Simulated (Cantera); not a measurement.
Input: 1 mol CH3SiCl3, a varied amount of H2, 0.023 mol CH4, at 1850 K and 0.650 bar.

These are equilibrium values from Cantera (NASA tables, ideal gas, pure condensed phases), not measurements of a reactor. Candidate condensed phases: C, C6H6, C7H8, C8H18, Si, SiC; 109 gas species. The feed counts by its element totals alone. Rates play no part.

### Question
Which condensed phases are stable at each of these points (n(H2) (mol)): 2.9, 10, 17, 24, 32, 39, 46, 53, 60, 67, 75, 82?

### Answer
```tsv
n(H2) (mol)	condensed phases	Si condensed (%)
2.9	C(graphite) + SiC(s)	78.3
10	C(graphite) + SiC(s)	92.4
17	C(graphite) + SiC(s)	95.4
24	C(graphite) + SiC(s)	96.7
32	C(graphite) + SiC(s)	97.5
39	C(graphite) + SiC(s)	98.0
46	SiC(s)	98.2
53	SiC(s)	98.3
60	SiC(s)	98.3
67	SiC(s)	98.4
75	SiC(s)	98.4
82	SiC(s)	98.5
```

From 2.9 mol H2 to 39 mol H2 the condensed part is C(graphite) + SiC(s). From 46 mol H2 to 82 mol H2 the condensed part is SiC(s).
